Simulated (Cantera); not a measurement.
An isothermal, constant-pressure homogeneous reactor starts with H2 : O2 : N2 = 1 : 1 : 1.6 (molar parts), at 848 K and 0.170 bar.

Detailed kinetics in Cantera: GRI-Mech 3.0 (53 species, 325 reactions). Below about 950 K walls govern HO2 and H2O2 in real vessels. The temperature is held fixed by assumption; the heat of reaction is taken as removed at once.

One state of this run: x H2 = 0.119; x O2 = 0.211; x HO2 = 3.72e-5; x H2O = 0.184; x H2O2 = 5.47e-5. x: mole fraction; the columns are a selection and need not sum to one.

Problem. Which value of t (s) does it belong to?
(A) 0.00543
(B) 0.0737
(C) 0.0129
(D) 0.000954

Solution. C, 0.0129
